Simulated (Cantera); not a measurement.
Input: 1 mol CH₂F₂, 9.7 mol H₂, equilibrated at 3473 K and 35.0 mbar.

Cantera equilibrium calculation (NASA polynomials, part measured and part estimated; ideal gas, pure solids and liquids). Equilibrium is a limit: real reactors are often held back by kinetics, nucleation or transport.

```tsv
species	before	after
H₂	0.0730	0.651
H	0.802	0.182
HF	0.0841	0.155
C	0.0150	2.39e-5
F	0.0120	0.000123
C₂H₂ (acetylene)	0.000673	0.0115
C₂	0.00343	8.29e-6
C₄	1.53e-5	8.76e-8
CF	0.000684	5.75e-6
C₃	0.00656	8.79e-5
CH	0.000174	3.29e-6
C₅	1.88e-5	4.36e-7
C(graphite), mol	0	0.686
```
Gas species are given as mole fractions.

Question: Which change was made?
(A) temperature from 3473 K to 2050 K
(B) temperature from 3473 K to 2623.15 K
(C) temperature from 3473 K to 2775 K
(D) H₂ from 9.7 to 0.6 mol

Answer: B, temperature from 3473 K to 2623.15 K
